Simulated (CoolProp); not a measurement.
Values from CoolProp's reference Helmholtz-energy equation of state, Fiedler 2023.

Task: Give the vapour pressure (MPa), enthalpy of vaporisation (kJ/kg), liquid cp (kJ/(kg K)) of saturated tetrahydrofuran at 112.25 °C.

Result: 
```json
[
 {"T (°C)": "112.25", "p (MPa)": "0.370", "enthalpy of vaporisation (kJ/kg)": "379", "liquid cp (kJ/(kg K))": "2.09"}
]
```
